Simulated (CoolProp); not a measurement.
R141b along the isotherm 224.45 °C: density (kg/m³) from the reference equation and from simpler models built on Tc = 204.4 °C, pc = 4212 kPa, ω = 0.220; each cubic takes its own stable root.

Model: reference Helmholtz-energy equation of state, Lemmon 2006, in CoolProp. It is a short technical equation, of lower accuracy than the large ones.

| p (kPa) | phase | reference |
|---|---|---|
| 4680 | supercritical | 256.6 |
| 9360 | supercritical | 751.6 |
| 14000 | supercritical | 832.3 |
| 18700 | supercritical | 880.8 |
| 23400 | supercritical | 916.4 |
| 28100 | supercritical | 944.8 |
| 32800 | supercritical | 968.6 |
| 37400 | supercritical | 988.8 |
| 42100 | supercritical | 1007 |

**Question.** How far does each simpler model (ideal gas, van der Waals, Peng-Robinson) lie from the reference over these 9 states: mean and median of the absolute difference, and the worst?

**Answer.** 
- ideal gas: mean 31.0 %, median 27.8 %, worst -64.8 % at 224.45 °C and 9360 kPa
- van der Waals: mean 23.1 %, median 25.6 %, worst -25.9 % at 224.45 °C and 42100 kPa
- Peng-Robinson: mean 3.9 %, median 4.3 %, worst +6.6 % at 224.45 °C and 42100 kPa
